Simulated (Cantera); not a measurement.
A closed system holds: 1 mol B2O3, 31 mol H2, held at 1823 K and 0.000180 bar.

Equilibrium computed with Cantera from the NASA thermochemical tables; the gas is ideal and each condensed phase is pure. Candidate condensed phases: B, B2O3, B3O3H3, H2O; 23 gas species. Kinetics and transport are ignored.

Base state: H2 0.914, H 0.0309, HBO2 0.0189, HBO 0.0149, BO 0.00877, B2O3 0.00840, H2O 0.00327, B2O2 0.000891 (mole fractions); condensed: gas only.

**Question.** What changes in the equilibrium state with this change: B2O3 replaced by BF3?

**Answer.** 
```json
[
 {"species": "H2", "before": "0.914", "after": "0.890"},
 {"species": "HF", "before": "0", "after": "0.0497"},
 {"species": "H", "before": "0.0309", "after": "0.0305"},
 {"species": "BF", "before": "0", "after": "0.0216"},
 {"species": "HBO2", "before": "0.0189", "after": "0"},
 {"species": "HBO", "before": "0.0149", "after": "0"},
 {"species": "BO", "before": "0.00877", "after": "0"},
 {"species": "B2O3", "before": "0.00840", "after": "0"}
]
```
The tables' values for BF2 are old estimates; treat these amounts as uncertain.

**Question.** What changes in the equilibrium state with this change: temperature from 1823 K to 950 K?

**Answer.** 
```
species         before    after
------------  --------  -------
H2               0.914    1.000
HBO             0.0149  1.80e-6
H2O            0.00327  7.39e-7
H               0.0309  4.15e-8
HBO2            0.0189  5.56e-7
BO             0.00877    <1e-9
B2O3           0.00840  1.49e-9
B2O2          0.000891    <1e-9
BO2            5.39e-5    <1e-9
B2O3(l), mol         0    1.000
```
